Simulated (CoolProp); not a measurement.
A closed Brayton cycle with carbon dioxide: compressor inlet 314.15 K and 9.5 MPa, high pressure 33.1 MPa, turbine inlet 845 K, compressor efficiency 0.89, turbine efficiency 0.85, recuperator effectiveness 0.8 (on enthalpy, no pinch check). Each further row changes one setting.

The numbers come from the reference Helmholtz-energy equation of state, Span 1996 in CoolProp.

```json
[
 {"case": "as stated", "thermal efficiency (%)": "…", "net work (kJ/kg)": "116", "compressor to turbine work": "0.26", "compressor exit (K)": "365.6", "turbine exit (K)": "702.0"},
 {"case": "turbine inlet 795 K", "thermal efficiency (%)": "30.9", "net work (kJ/kg)": "105", "compressor to turbine work": "…", "compressor exit (K)": "365.6", "turbine exit (K)": "…"},
 {"case": "compressor inlet 324.15 K", "thermal efficiency (%)": "…", "net work (kJ/kg)": "…", "compressor to turbine work": "0.37", "compressor exit (K)": "412.6", "turbine exit (K)": "702.0"},
 {"case": "high pressure 28.1 MPa", "thermal efficiency (%)": "30.4", "net work (kJ/kg)": "105", "compressor to turbine work": "0.24", "compressor exit (K)": "358.0", "turbine exit (K)": "…"},
 {"case": "recuperator effectiveness 0.5", "thermal efficiency (%)": "24.0", "net work (kJ/kg)": "116", "compressor to turbine work": "0.26", "compressor exit (K)": "365.6", "turbine exit (K)": "702.0"}
]
```

Q: What belongs in the gaps?

A: 
- as stated, thermal efficiency (%): 32.0
- turbine inlet 795 K, compressor to turbine work: 0.28
- turbine inlet 795 K, turbine exit (K): 656.8
- compressor inlet 324.15 K, thermal efficiency (%): 30.5
- compressor inlet 324.15 K, net work (kJ/kg): 98.6
- high pressure 28.1 MPa, turbine exit (K): 720.1
